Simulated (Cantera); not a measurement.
A freely propagating, adiabatic, planar premixed flame of 8.29 % CH4, 15.1 % O2, 56.7 % N2, 19.9 % H2O, equivalence ratio 1.1, unburnt at 573 K and 1.01 bar; mixture-averaged transport, grid criteria slope 0.08 and curve 0.16, no radiation.

Detailed kinetics in Cantera: GRI-Mech 3.0 (53 species, 325 reactions). Burning velocities carry a grid error of a few per cent, more on coarse grids.

Question: Predict: laminar burning velocity; thermal thickness; peak x(C2H6); peak x(HCO).

Answer: 
```json
{
 "laminar_burning_velocity": "51.3 cm/s",
 "thermal_thickness": "0.636 mm",
 "peak x(C2H6)": "0.000918",
 "peak x(HCO)": "1.45e-5"
}
```
